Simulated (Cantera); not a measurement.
A perfectly stirred reactor is fed with 1.47 % CH₄, 0.0649 % C₂H₆, 1.77 % C₃H₈, 20.3 % O₂, 76.4 % N₂, equivalence ratio 0.59, at 10.0 bar; it is adiabatic with a 725 K inlet, and is followed from long to short residence time, starting on the burning branch (τ in s: 0.053, 0.024, 0.011, 0.0048, 0.0021, 0.00095, 0.00042, 0.00019, 8.5e-05, 3.8e-05, 1.7e-05, 7.6e-06).

Model: GRI-Mech 3.0 (53 species, 325 reactions), integrated in Cantera. GRI-Mech 3.0 was tuned for natural gas; its chemistry of propane as a main component is partial and can be far from experiment.

x: mole fraction; the columns are a selection and need not sum to one.

```
τ (s)    T (K)     x CH₄    x C₂H₆   x C₃H₈    x HCO   x CO₂
-------  -----  --------  --------  -------  -------  ------
0.053     2016   6.34e-7       ___  1.08e-7  2.43e-9  0.0677
0.024     2016   1.31e-6       ___  2.31e-7  5.37e-9  0.0676
0.011     2014   2.56e-6       ___  4.80e-7  1.17e-8  0.0675
0.0048    2011   4.90e-6       ___  1.01e-6  2.72e-8  0.0672
0.0021    2006   8.87e-6       ___  2.02e-6  6.33e-8  0.0668
0.00095   1998   1.53e-5       ___  3.81e-6  1.44e-7  0.0660
0.00042   1984   2.67e-5       ___  7.16e-6  3.40e-7  0.0646
0.00019   1962   4.73e-5       ___  1.32e-5  7.89e-7  0.0623
8.5e-5    1925   9.09e-5       ___  2.54e-5  1.86e-6  0.0582
3.8e-5    1857  0.000214       ___  5.77e-5  4.39e-6  0.0502
1.7e-5     725    0.0147  0.000649   0.0177   <1e-12  <1e-12
7.6e-6     725    0.0147  0.000649   0.0177   <1e-12  <1e-12
```

### Question
Complete the blanks.

### Answer

- 0.053, x C₂H₆: 4.48e-9
- 0.024, x C₂H₆: 9.53e-9
- 0.011, x C₂H₆: 1.95e-8
- 0.0048, x C₂H₆: 4.03e-8
- 0.0021, x C₂H₆: 7.95e-8
- 0.00095, x C₂H₆: 1.48e-7
- 0.00042, x C₂H₆: 2.79e-7
- 0.00019, x C₂H₆: 5.23e-7
- 8.5e-5, x C₂H₆: 1.05e-6
- 3.8e-5, x C₂H₆: 2.60e-6
